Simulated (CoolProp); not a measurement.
500 sccm (0 °C, 1 atm) of nitrogen bubbles through liquid n-hexane at 312.8 K and leaves saturated at a total pressure of 0.15 MPa (ideal gas phase). Each further row changes one setting.

Model: reference Helmholtz-energy equation of state, Thol 2019, in CoolProp.

| case | vapour pressure (kPa) | mole fraction of vapour | delivery (mg/min) | delivery (sccm) | change of delivery for a bath 1 K warmer (%) |
|---|---|---|---|---|---|
| as stated | 36.8 | [?] | [?] | [?] | 5.3 |
| bath temperature 317.8 K | 44.5 | 0.296 | 810 | 211 | [?] |
| total pressure 0.3 MPa | 36.8 | [?] | [?] | 69.8 | [?] |

Problem. Complete the blanks.

Solution. 
- as stated, mole fraction of vapour: 0.245
- as stated, delivery (mg/min): 624
- as stated, delivery (sccm): 162
- bath temperature 317.8 K, change of delivery for a bath 1 K warmer (%): 5.5
- total pressure 0.3 MPa, mole fraction of vapour: 0.123
- total pressure 0.3 MPa, delivery (mg/min): 269
- total pressure 0.3 MPa, change of delivery for a bath 1 K warmer (%): 4.5
